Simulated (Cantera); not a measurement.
Input (Python, Cantera) and output of one run.

```python
import numpy as np
import cantera as ct

gas_names = """
    H HNO HNO2 HNO3 HO2 H2 H2O H2O2 N NH NH2 NH3 NH2OH NO NO2 NO3 N2 N2H2 N2H4 N2O O OH O2 O3 V VN VO
    VO2
""".split()
cond_names = """
    H2O(s) H2O(L) V(cr) V(L) VN(s) VO(s) VO(L) V2O3(s) V2O3(L) V2O4(I) V2O4(II) V2O4(L) V2O5(s) V2O5(L)
""".split()


def load(file, names, dense=False):
    # The tables refer to 1 bar. Condensed volumes are neglected.
    table = {s.name: s for s in ct.Species.list_from_file(file)}
    out = []
    for n in names:
        d = dict(table[n].input_data)
        d["thermo"] = dict(d["thermo"], **{"reference-pressure": 1e5})
        if dense:
            d["equation-of-state"] = {"model": "constant-volume", "density": "1e6 g/cm^3"}
        out.append(ct.Species.from_dict(d))
    return out


gas = ct.Solution(thermo="ideal-gas", species=load("nasa_gas.yaml", gas_names))
cond = {s.name: ct.Solution(thermo="fixed-stoichiometry", species=[s], name=s.name)
        for s in load("nasa_condensed.yaml", cond_names, dense=True)}
atoms = {
    'V2O3': {'V': 2, 'O': 3},
    'H2': {'H': 2},
    'N2': {'N': 2},
}
top_T = {'VN(s)': 2300}  # K; cautious upper limits of use, not melting points


def equilibrate(T, P, feed):
    n = {}
    for name, mol in feed.items():
        for a, k in atoms[name].items():
            n[a] = n.get(a, 0.0) + k * mol
    gas.TPX = T, P, n
    mass = sum(n.values()) * gas.mean_molecular_weight
    gas.equilibrate("TP")
    valid = [c for c in cond.values() if c.min_temp <= T <= top_T.get(c.name, c.max_temp)]
    mix = ct.Mixture([(gas, mass / gas.mean_molecular_weight)] + [(c, 0.0) for c in valid])
    mix.T, mix.P = T, P
    mix.equilibrate("TP", solver="vcs", rtol=1e-11, max_steps=5000)
    return mix


results = []
feed = {'V2O3': 1, 'H2': 0.94, 'N2': 9}  # mol
T = 975  # K
P = 690  # Pa
mix = equilibrate(T, P, feed)
results.append((T, P, feed, dict(zip(mix.species_names, mix.species_moles))))
print(gas.report(threshold=0.0001))
for i in range(1, mix.n_phases):
    print(f"{mix.phase(i).name:16s} {mix.phase_moles(i):12.5e} mol")
```

Output:

```
       temperature   975 K
          pressure   690 Pa
           density   0.0021753 kg/m^3
  mean mol. weight   25.557 kg/kmol
   phase of matter   gas

                          1 kg             1 kmol
                     ---------------   ---------------
          enthalpy        8.0409e+05        2.0551e+07  J
   internal energy         4.869e+05        1.2444e+07  J
           entropy             10388        2.6549e+05  J/K
    Gibbs function       -9.3243e+06        -2.383e+08  J
 heat capacity c_p            1265.2             32335  J/K
 heat capacity c_v            939.88             24021  J/K

                      mass frac. Y      mole frac. X     chem. pot. / RT
                     ---------------   ---------------   ---------------
                H2         0.0074497          0.094442           -24.779
               H2O        9.1439e-05        0.00012972           -68.543
                N2           0.99246           0.90543           -29.872
     [  +25 minor]        8.7775e-08         1.357e-07

V(cr)             0.00000e+00 mol
VN(s)             8.59588e-04 mol
VO(s)             0.00000e+00 mol
V2O3(s)           9.99570e-01 mol
V2O4(II)          0.00000e+00 mol
V2O5(L)           0.00000e+00 mol
```

These are equilibrium values from Cantera (NASA tables, ideal gas, pure condensed phases), not measurements of a reactor. VN: taken at fixed stoichiometry. Condensed phases not in the tables: the oxides between V2O3 and V2O5 other than VO2, V2N.
